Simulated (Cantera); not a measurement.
Input: 1 mol HF, 1.4 mol O₂, equilibrated at 43.0 mbar.

Method: chemical equilibrium by Gibbs-energy minimisation in Cantera with the NASA 1993 tables (ideal gas, pure condensed phases). Candidate condensed phases: H₂O; 22 gas species. Kinetics and transport are ignored. All values below are at 2498 K.

Base state: O₂ 0.536, HF 0.393, O 0.0507, F 0.0110, OH 0.00571, H₂O 0.00204, H 0.00107, H₂ 7.93e-5 (mole fractions); condensed: gas only.

**Question.** What changes in the equilibrium state with this change: O₂ from 1.4 to 0.025 mol?

**Answer.** 
```csv
species,before,after
HF,0.393,0.955
O₂,0.536,0.0172
F,0.0110,0.0107
O,0.0507,0.00907
H₂,7.93e-5,0.000493
H,0.00107,0.00267
OH,0.00571,0.00255
H₂O,0.00204,0.00227
```

**Question.** What changes in the equilibrium state with this change: HF replaced by HBr?

**Answer.** 
```csv
species,before,after
O₂,0.536,0.396
Br,0,0.341
H₂O,0.00204,0.138
HF,0.393,0
HBr,0,0.0217
F,0.0110,0
OH,0.00571,0.0435
O,0.0507,0.0435
Br₂,0,8.79e-5
H₂,7.93e-5,0.00623
H,0.00107,0.00949
HO₂,1.88e-6,1.23e-5
```
Further candidate phases: Br₂.
